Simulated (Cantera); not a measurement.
A closed system holds: 1 mol SiHCl3, a varied amount of C3H8, 1700 mol H2, equilibrated at 1952 °C and 735 Torr.

These are equilibrium values from Cantera (NASA tables, ideal gas, pure condensed phases), not measurements of a reactor. Candidate condensed phases: C, C6H6, C7H8, C8H18, Si, SiC; 109 gas species. Gases not in the tables: Si2H6 and higher silanes. The numbers say what is thermodynamically allowed, not how fast it happens.

At 0.063 mol C3H8, list the 4 most abundant gas species with their mole fractions, and the condensed phases.

H2 0.991, H 0.00651, HCl 0.00174, Si 0.000262. Condensed: gas only.
